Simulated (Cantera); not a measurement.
Input: 1 mol B, 40 mol N₂, 8.1 mol H₂, held at 1375 K and 120 Pa.

Equilibrium computed with Cantera from the NASA thermochemical tables; the gas is ideal and each condensed phase is pure. Candidate condensed phases: B, BN; 15 gas species. N₂ is the only nitrogen source here; it is nearly inert below about 1500 K, so the nitride shown seldom forms there in practice. The numbers say what is thermodynamically allowed, not how fast it happens.

Base state: N₂ 0.830, H₂ 0.170, H 4.08e-5 (mole fractions); condensed: BN(s).

### Question
What changes in the equilibrium state with this change: temperature from 1375 K to 1998 K?

### Answer
```json
[
 {"species": "N₂", "before": "0.830", "after": "0.822"},
 {"species": "H₂", "before": "0.170", "after": "0.159"},
 {"species": "H", "before": "4.08e-5", "after": "0.0185"},
 {"species": "B", "before": "<1e-9", "after": "3.66e-5"},
 {"species": "BH₂", "before": "<1e-9", "after": "2.51e-5"},
 {"species": "BN(s), mol", "before": "1.00", "after": "0.997"}
]
```
The tables' values for BH₂ are old estimates; treat these amounts as uncertain.
